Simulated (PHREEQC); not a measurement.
Dissolve 0.0035 mol/kgw Rb2SO4, 0.0054 mol/kgw Na2HPO4 and 4.5e-05 mol/kgw Pb(BF4)2 at 5 °C. Closed to the air; pH follows from the charge balance.

The numbers come from PHREEQC with the ion-association model, wateq4f.dat.

```csv
quantity,before,after
pH,8.28,8.39
H2PO4- (mol/kgw),0.000308,3.22e-5
NaSO4- (mol/kgw),8.80e-5,1.32e-6
NaHPO4- (mol/kgw),5.81e-5,8.58e-7
SI of Mirabilite (Na2SO4:10H2O),-4.68,-7.42
```

Q: Which change was made?
A. temperature from 5 to 10 °C
B. diluted 10-fold with water
C. Pb(BF4)2 left out
D. Pb(BF4)2 replaced by H2SiF6 at the same molality

A: B, diluted 10-fold with water

This is a speciation only: nothing precipitates in the calculation. Some of these states are supersaturated (in Pb(OH)2, Larnakite, for instance). H3PO4, which wateq4f.dat lacks, is added to it with the constant of phreeqc.dat. Constants without temperature data keep their 25 °C values here. Real BF4- forms and hydrolyses slowly; the run takes it at equilibrium. The database has no phosphate complexes of Pb.
